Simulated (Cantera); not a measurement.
# Catalytic combustion on Pt

An isothermal plug-flow reactor at 1148 K and 3.50 bar (inlet), inlet velocity 0.87 m/s, active area per volume 220 1/m; feed 0.244 % CH₄, 8.01 % O₂, 91.7 % N₂, equivalence ratio 0.061.

Cantera simulation using Deutschmann's 1995 Pt surface mechanism with GRI-Mech 3.0 gas chemistry; the numbers are that mechanism's predictions, not measurements. Catalytic surfaces can have several steady states; this one follows from the mechanism file's or the stated starting coverage. Mass transfer to the wall is taken as infinitely fast.

```
z (m)      x CH₄    x O₂     x H₂O     x CO₂     x CO  θ free Pt   θ O*     θ OH*
-------  -------  ------  --------  --------  -------  ---------  -----  --------
0.00014  0.00242  0.0801   3.22e-5   1.47e-5  1.41e-6      0.295  0.705  0.000215
0.0003   0.00240  0.0801   6.88e-5   3.24e-5  1.92e-6      0.295  0.704  0.000260
0.00064  0.00237  0.0800  0.000146   7.06e-5  2.09e-6      0.295  0.704  0.000336
0.0014   0.00228  0.0798  0.000314  0.000154  2.03e-6      0.295  0.704  0.000460
0.003    0.00211  0.0795  0.000652  0.000321  1.90e-6      0.295  0.704  0.000641
0.0064   0.00177  0.0788   0.00130  0.000635  1.73e-6      0.296  0.703  0.000889
0.014    0.00112  0.0776   0.00251   0.00121  3.35e-6      0.296  0.703   0.00123
```
x: gas mole fraction; θ: surface coverage.
